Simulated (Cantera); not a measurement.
Input (Python, Cantera) and output of one run.

```python
import numpy as np
import cantera as ct

gas_names = [...]  # 118 gases of nasa_gas.yaml made of C, Cl, F, H
cond_names = """
    C(gr) C6H6(L) C7H8(L) C8H18(L),n-octa
""".split()


# ... load() reads the species with a 1 bar reference pressure and builds the phases ...
atoms = {
    'CH2F2': {'C': 1, 'H': 2, 'F': 2},
    'HCl': {'H': 1, 'CL': 1},
}
top_T = {'C(gr)': 4500}  # K; cautious upper limits of use, not melting points


# ... equilibrate(T, P, feed) seeds the gas with the atoms and calls Mixture.equilibrate('TP', solver="vcs", rtol=1e-11, max_steps=5000) ...
results = []
feed = {'CH2F2': 1, 'HCl': 0.013}  # mol
T = 1850  # K
P = 13332.2  # Pa
mix = equilibrate(T, P, feed)
results.append((T, P, feed, dict(zip(mix.species_names, mix.species_moles))))
x = sorted(zip(gas.X, gas.species_names), reverse=True)
print(f"T = {T:g} K  P = {P:g} Pa  gas = {mix.phase_moles(0):.4g} mol")
print("   x: " + "  ".join(f"{s} {v:.3e}" for v, s in x if v > 0.0001))
print("   condensed (mol): " + ("  ".join(f"{mix.phase(i).name} {mix.phase_moles(i):.4g}"
      for i in range(1, mix.n_phases) if mix.phase_moles(i) > 1e-12) or "none"))
```

Result:

```
T = 1850 K  P = 13332.2 Pa  gas = 2.013 mol
   x: HF 9.933e-01  HCL 6.008e-03  CL 4.477e-04  H2 2.264e-04
   condensed (mol): C(gr) 1
```

These are equilibrium values from Cantera (NASA tables, ideal gas, pure condensed phases), not measurements of a reactor.
